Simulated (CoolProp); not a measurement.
Computed with CoolProp (reference Helmholtz-energy equation of state, de Reuck 1990).

Q: For fluorine, give the phase and the Joule-Thomson coefficient (K/MPa) at 150.3 K and 101 kPa.

A: 
- 150.3 K and 101 kPa: gas; Joule-Thomson coefficient 7.41
